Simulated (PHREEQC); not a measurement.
A solution holds 0.29 mol/kgw H2SO4, 0.00022 mol/kgw CaCl2 and 0.0043 mol/kgw NH4HSO4, at 55 °C. Closed to the air; pH follows from the charge balance.

Model: ion-association model, phreeqc.dat, run in PHREEQC.

This is a speciation only: nothing precipitates in the calculation.

Order these Ca species by the share of Ca that they hold, largest first: CaHSO4+, CaSO4, Ca+2.

Ca+2 (48 %), CaHSO4+ (42 %), CaSO4 (11 %)

The pH is 0.62 and the ionic strength 0.332 mol/kgw. At this temperature some constants are extrapolated from 25 °C, and those without enthalpy data are left unchanged.
